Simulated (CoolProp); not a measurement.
The fluid at 302.55 K and 0.464 MPa flows at 10 m/s in a round tube of 6 mm bore and 45 µm roughness, fully developed (64/Re and Nu = 3.66 if laminar; Colebrook and Gnielinski if turbulent). The same conditions are run with several fluids, on thermodynamics alone (safety and materials aside).

The numbers come from the reference Helmholtz-energy equation of state of each fluid (ammonia: Gao 2020; sulfur hexafluoride: Guder 2009; R507A: Lemmon 2003; ethane: Bücker 2006; R143a: Lemmon and Jacobsen 2000) in CoolProp. Blends and air are pseudo-pure fits.

Task: Rank ammonia, sulfur hexafluoride, R507A, ethane, R143a by Reynolds number, highest first.

Result: sulfur hexafluoride (110000), R507A (95000), R143a (88700), ethane (36000), ammonia (19500)

| fluid | Darcy friction factor | pressure drop (Pa/m) | heat-transfer coefficient (W/(m² K)) | mass flow (kg/h) |
|---|---|---|---|---|
| ammonia | 0.0378 | 1040 | 370 | 3.36 |
| sulfur hexafluoride | 0.0351 | 8310 | 972 | 28.9 |
| R507A | 0.0352 | 5790 | 898 | 20.1 |
| ethane | 0.0364 | 1740 | 526 | 5.84 |
| R143a | 0.0353 | 4940 | 878 | 17.1 |

Transport values come from each fluid's own correlations; those of R143a are estimates that may be off by 10 % or more.
